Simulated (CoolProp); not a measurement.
A closed Brayton cycle with carbon dioxide: compressor inlet 318.15 K and 7.9 MPa, high pressure 15.8 MPa, turbine inlet 820 K, compressor efficiency 0.85, turbine efficiency 0.93, recuperator effectiveness 0.9 (on enthalpy, no pinch check). Each further row changes one setting.

The numbers come from the reference Helmholtz-energy equation of state, Span 1996 in CoolProp.

```csv
case,thermal efficiency (%),net work (kJ/kg),compressor to turbine work,compressor exit (K),turbine exit (K)
as stated,31.8,64.4,0.32,373.3,734.3
turbine inlet 770 K,30.4,58.0,0.35,373.3,687.6
compressor inlet 328.15 K,(withheld),59.4,0.38,388.2,734.3
high pressure 13.4 MPa,(withheld),50.8,0.31,359.9,(withheld)
recuperator effectiveness 0.5,17.4,64.4,0.32,373.3,734.3
```

Q: Some entries are withheld; supply them.

A: 
- compressor inlet 328.15 K, thermal efficiency (%): 31.3
- high pressure 13.4 MPa, thermal efficiency (%): 29.1
- high pressure 13.4 MPa, turbine exit (K): 754.3
